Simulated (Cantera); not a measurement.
Cantera run, input and output.

```python
import numpy as np
import cantera as ct

gas = ct.Solution("gri30.yaml")


def delay(T, t_max=10):
    gas.TPX = T, 500000, {'CO': 1, 'H2': 0.66, 'O2': 0.83, 'N2': 3.74}
    reactor = ct.IdealGasReactor(gas, clone=False)
    net = ct.ReactorNet([reactor])
    net.rtol, net.atol = 1e-8, 1e-16
    while net.time < t_max:
        t_old, T_old = net.time, reactor.T
        net.step()
        if reactor.T > T + 400:  # ignition: a rise of 400 K
            return t_old + (T + 400 - T_old) / (reactor.T - T_old) * (net.time - t_old)
    return np.nan


taus = []
for T in [875, 975, 1075, 1175, 1275, 1375, 1475, 1575, 1675, 1775]:
    taus.append(delay(T))
    print(f"T0 = {T:6g} K   tau = {taus[-1]:.4e} s")
```

Result:

```
T0 =    875 K   tau = 1.4726e-01 s
T0 =    975 K   tau = 7.3688e-03 s
T0 =   1075 K   tau = 3.5054e-04 s
T0 =   1175 K   tau = 2.8091e-05 s
T0 =   1275 K   tau = 1.1021e-05 s
T0 =   1375 K   tau = 6.5786e-06 s
T0 =   1475 K   tau = 4.6292e-06 s
T0 =   1575 K   tau = 3.6030e-06 s
T0 =   1675 K   tau = 3.0238e-06 s
T0 =   1775 K   tau = 2.6964e-06 s
```

Cantera simulation using GRI-Mech 3.0 (53 species, 325 reactions); the numbers are that mechanism's predictions, not measurements. The hydrogen kinetics of GRI-Mech 3.0 are dated; newer H2 mechanisms differ, most at raised pressure. Below about 950 K walls govern HO2 and H2O2 in real vessels. Where the delays flatten at high temperature, the 400 K rule measures the pace of heat release, not the induction time.
